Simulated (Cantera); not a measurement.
Input (Python, Cantera) and output of one run.

```python
import numpy as np
import cantera as ct

gas_names = """
    B BH BH2 BH3 BN BO BO2 B2 B2O B2O2 B2O3 B3O3H3 H HBO HBO2 HNO HNO2 HNO3 HO2 H2 H2O H2O2 H3B3O6 N NH
    NH2 NH3 NH2OH NO NO2 NO3 N2 N2H2 N2H4 N2O O OH O2 O3
""".split()
cond_names = """
    B(b) B(L) BN(s) B2O3(L) B3O3H3(cr) H2O(s) H2O(L)
""".split()


# ... load() reads the species with a 1 bar reference pressure and builds the phases ...
atoms = {
    'B2O3': {'B': 2, 'O': 3},
    'H2O': {'H': 2, 'O': 1},
    'NH3': {'N': 1, 'H': 3},
}
top_T = {'BN(s)': 3200}  # K; cautious upper limits of use, not melting points


# ... equilibrate(T, P, feed) seeds the gas with the atoms and calls Mixture.equilibrate('TP', solver="vcs", rtol=1e-11, max_steps=5000) ...
results = []
P = 10000  # Pa
for T in [900, 1000, 1100, 1200, 1300, 1400, 1500, 1600, 1700, 1800, 1900, 2000, 2100, 2200]:
    for m in [0.19, 0.27, 0.37, 0.51, 0.71, 0.99, 1.4, 1.9, 2.7, 3.7, 5.2, 7.2]:
        feed = {'B2O3': 1, 'H2O': 0.12, 'NH3': m}  # mol
        mix = equilibrate(T, P, feed)
        results.append((T, P, feed, dict(zip(mix.species_names, mix.species_moles))))

for T, P, feed, n in results:
    print(f"{T:7g} {feed['NH3']:10.4g}  " + (" + ".join(c for c in cond_names if n.get(c, 0) > 1e-12) or "gas only"))
```

It prints:

```
    900       0.19  B2O3(L)
    900       0.27  B2O3(L)
    900       0.37  B2O3(L)
    900       0.51  B2O3(L)
    900       0.71  B2O3(L)
    900       0.99  B2O3(L)
    900        1.4  B2O3(L)
    900        1.9  B2O3(L)
    900        2.7  B2O3(L)
    900        3.7  B2O3(L)
    900        5.2  B2O3(L)
    900        7.2  B2O3(L)
   1000       0.19  B2O3(L)
   1000       0.27  B2O3(L)
   1000       0.37  B2O3(L)
   1000       0.51  B2O3(L)
   1000       0.71  B2O3(L)
   1000       0.99  B2O3(L)
   1000        1.4  B2O3(L)
   1000        1.9  B2O3(L)
   1000        2.7  B2O3(L)
   1000        3.7  B2O3(L)
   1000        5.2  B2O3(L)
   1000        7.2  B2O3(L)
   1100       0.19  B2O3(L)
   1100       0.27  B2O3(L)
   1100       0.37  B2O3(L)
   1100       0.51  B2O3(L)
   1100       0.71  B2O3(L)
   1100       0.99  B2O3(L)
   1100        1.4  B2O3(L)
   1100        1.9  B2O3(L)
   1100        2.7  B2O3(L)
   1100        3.7  B2O3(L)
   1100        5.2  B2O3(L)
   1100        7.2  B2O3(L)
   1200       0.19  B2O3(L)
   1200       0.27  B2O3(L)
   1200       0.37  B2O3(L)
   1200       0.51  B2O3(L)
   1200       0.71  B2O3(L)
   1200       0.99  B2O3(L)
   1200        1.4  B2O3(L)
   1200        1.9  B2O3(L)
   1200        2.7  B2O3(L)
   1200        3.7  B2O3(L)
   1200        5.2  B2O3(L)
   1200        7.2  B2O3(L)
   1300       0.19  B2O3(L)
   1300       0.27  B2O3(L)
   1300       0.37  B2O3(L)
   1300       0.51  B2O3(L)
   1300       0.71  B2O3(L)
   1300       0.99  B2O3(L)
   1300        1.4  B2O3(L)
   1300        1.9  B2O3(L)
   1300        2.7  B2O3(L)
   1300        3.7  B2O3(L)
   1300        5.2  B2O3(L)
   1300        7.2  B2O3(L)
   1400       0.19  B2O3(L)
   1400       0.27  B2O3(L)
   1400       0.37  B2O3(L)
   1400       0.51  B2O3(L)
   1400       0.71  B2O3(L)
   1400       0.99  B2O3(L)
   1400        1.4  B2O3(L)
   1400        1.9  B2O3(L)
   1400        2.7  B2O3(L)
   1400        3.7  B2O3(L)
   1400        5.2  B2O3(L)
   1400        7.2  B2O3(L)
   1500       0.19  B2O3(L)
   1500       0.27  B2O3(L)
   1500       0.37  B2O3(L)
   1500       0.51  B2O3(L)
   1500       0.71  B2O3(L)
   1500       0.99  B2O3(L)
   1500        1.4  B2O3(L)
   1500        1.9  B2O3(L)
   1500        2.7  B2O3(L)
   1500        3.7  B2O3(L)
   1500        5.2  B2O3(L)
   1500        7.2  B2O3(L)
   1600       0.19  B2O3(L)
   1600       0.27  B2O3(L)
   1600       0.37  B2O3(L)
   1600       0.51  B2O3(L)
   1600       0.71  B2O3(L)
   1600       0.99  B2O3(L)
   1600        1.4  B2O3(L)
   1600        1.9  B2O3(L)
   1600        2.7  B2O3(L)
   1600        3.7  B2O3(L)
   1600        5.2  B2O3(L)
   1600        7.2  B2O3(L)
   1700       0.19  B2O3(L)
   1700       0.27  B2O3(L)
   1700       0.37  B2O3(L)
   1700       0.51  B2O3(L)
   1700       0.71  B2O3(L)
   1700       0.99  B2O3(L)
   1700        1.4  B2O3(L)
   1700        1.9  B2O3(L)
   1700        2.7  B2O3(L)
   1700        3.7  B2O3(L)
   1700        5.2  B2O3(L)
   1700        7.2  B2O3(L)
   1800       0.19  B2O3(L)
   1800       0.27  B2O3(L)
   1800       0.37  B2O3(L)
   1800       0.51  B2O3(L)
   1800       0.71  B2O3(L)
   1800       0.99  B2O3(L)
   1800        1.4  B2O3(L)
   1800        1.9  B2O3(L)
   1800        2.7  B2O3(L)
   1800        3.7  B2O3(L)
   1800        5.2  B2O3(L)
   1800        7.2  gas only
   1900       0.19  B2O3(L)
   1900       0.27  B2O3(L)
   1900       0.37  B2O3(L)
   1900       0.51  B2O3(L)
   1900       0.71  B2O3(L)
   1900       0.99  B2O3(L)
   1900        1.4  B2O3(L)
   1900        1.9  B2O3(L)
   1900        2.7  gas only
   1900        3.7  gas only
   1900        5.2  gas only
   1900        7.2  gas only
   2000       0.19  B2O3(L)
   2000       0.27  B2O3(L)
   2000       0.37  B2O3(L)
   2000       0.51  gas only
   2000       0.71  gas only
   2000       0.99  gas only
   2000        1.4  gas only
   2000        1.9  gas only
   2000        2.7  gas only
   2000        3.7  gas only
   2000        5.2  gas only
   2000        7.2  gas only
   2100       0.19  gas only
   2100       0.27  gas only
   2100       0.37  gas only
   2100       0.51  gas only
   2100       0.71  gas only
   2100       0.99  gas only
   2100        1.4  gas only
   2100        1.9  gas only
   2100        2.7  gas only
   2100        3.7  gas only
   2100        5.2  gas only
   2100        7.2  gas only
   2200       0.19  gas only
   2200       0.27  gas only
   2200       0.37  gas only
   2200       0.51  gas only
   2200       0.71  gas only
   2200       0.99  gas only
   2200        1.4  gas only
   2200        1.9  gas only
   2200        2.7  gas only
   2200        3.7  gas only
   2200        5.2  gas only
   2200        7.2  gas only
```

Equilibrium computed with Cantera from the NASA thermochemical tables; the gas is ideal and each condensed phase is pure. Gases not in the tables: H3BO3.
